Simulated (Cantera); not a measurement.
A Cantera script and what it prints.

```python
import numpy as np
import cantera as ct

gas_names = """
    C CN CO CO2 C2 CCN CNC C2N2 C2O C3 C3O2 C4 C4N2 C5 N NCO NO NO2 NO3 N2 N2O O O2 O3 Si SiC SiC2 SiN
    SiO SiO2 Si2 Si2C Si2N Si3
""".split()
cond_names = """
    C(gr) Si(cr) Si(L) SiC(b) SiO2(Lqz) SiO2(hqz) SiO2(L) Si2N2O(s) Si3N4(a)
""".split()


# ... load() reads the species with a 1 bar reference pressure and builds the phases ...
atoms = {
    'Si': {'Si': 1},
    'CO2': {'C': 1, 'O': 2},
    'N2': {'N': 2},
}
top_T = {'C(gr)': 4500, 'SiC(b)': 3050, 'Si2N2O(s)': 2100, 'Si3N4(a)': 2400}  # K; cautious upper limits of use, not melting points


# ... equilibrate(T, P, feed) seeds the gas with the atoms and calls Mixture.equilibrate('TP', solver="vcs", rtol=1e-11, max_steps=5000) ...
results = []
feed = {'Si': 1, 'CO2': 1.3, 'N2': 440}  # mol
P = 133.322  # Pa
for T in [1573, 1623, 1673, 1723, 1773, 1823, 1873, 1923, 1973, 2023]:
    mix = equilibrate(T, P, feed)
    results.append((T, P, feed, dict(zip(mix.species_names, mix.species_moles))))

top = {s: max(r[3][s] / sum(r[3][g] for g in gas_names) for r in results) for s in gas_names}
cols = sorted((s for s in top if top[s] > 1e-05), key=lambda s: -top[s])[:9]
seen = [c for c in cond_names if any(r[3].get(c, 0) > 1e-12 for r in results)]
print("log10 of partial pressures in bar; condensed amounts in mol")
print(f"{'T/K':>10s}" + "".join(f"{s[:9]:>10s}" for s in cols + seen))
for T, P, feed, n in results:
    ng = sum(n[g] for g in gas_names)
    print(f"{T:10.4g}" + "".join(f"{np.log10(max(n[s] / ng * P / 1e5, 1e-99)):10.3f}" for s in cols)
          + "".join(f"{n.get(c, 0):10.4g}" for c in seen))
```

Output:

```
log10 of partial pressures in bar; condensed amounts in mol
       T/K        N2        CO       SiO       CO2         O        NO        O2 SiO2(hqz)   SiO2(L)
      1573    -2.877    -5.407    -5.674    -8.088   -12.519   -11.350   -15.076    0.2973         0
      1623    -2.877    -5.410    -5.670    -7.573   -11.455   -10.453   -13.468    0.2911         0
      1673    -2.877    -5.415    -5.659    -7.100   -10.462    -9.617   -11.973    0.2735         0
      1723    -2.877    -5.430    -5.634    -6.683    -9.547    -8.850   -10.603         0    0.2303
      1773    -2.877    -5.461    -5.588    -6.334    -8.710    -8.153    -9.366         0    0.1422
      1823    -2.877    -5.513    -5.522    -6.073    -7.966    -7.541    -8.289         0         0
      1873    -2.877    -5.505    -5.522    -6.100    -7.592    -7.291    -7.931         0         0
      1923    -2.877    -5.494    -5.522    -6.147    -7.264    -7.082    -7.645         0         0
      1973    -2.877    -5.479    -5.522    -6.222    -6.987    -6.918    -7.442         0         0
      2023    -2.877    -5.462    -5.522    -6.328    -6.761    -6.799    -7.324         0         0
```

Cantera equilibrium calculation (NASA polynomials, part measured and part estimated; ideal gas, pure solids and liquids). The tables hold silica as quartz up to 1696 K and as liquid above; real silica turns to tridymite and cristobalite and melts near 1996 K.
